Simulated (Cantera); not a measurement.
Input: 1 mol Si₃N₄, 160 mol H₂.

Equilibrium computed with Cantera from the NASA thermochemical tables; the gas is ideal and each condensed phase is pure. Candidate condensed phases: Si, Si₃N₄; 18 gas species. Mutual solubility and eutectic melting of coexisting phases are not modelled. Kinetics and transport are ignored.

Stable condensed phases, one row left out:

```
T in K \ P in Pa
              1    5.2     27    140    720   3700  19000 100000
   1973       A      A      A      A      B      B      B      B
   1873       A      A      A      B      B      B      B      B
   1773       A      A      B      B      B      B      B      C
   1573       B      B      B      B      B      C      C      C
   1473       B      B      B      B      C      C      C      C
   1373       B      B      C      C      C      C      C      C
   1273       B      C      C      C      C      C      D      D
   1173       C      C      C      C      C      D      D      D
   1073       C      C      C      D      D      D      D      D
    973       D      D      D      D      D      D      D      D
```

A: gas only; B: Si; C: Si + Si₃N₄; D: Si₃N₄.

Question: Give the row for 1673 K.

Answer: 1: gas only; 5.2: Si; 27: Si; 140: Si; 720: Si; 3700: Si; 19000: Si + Si₃N₄; 100000: Si + Si₃N₄.
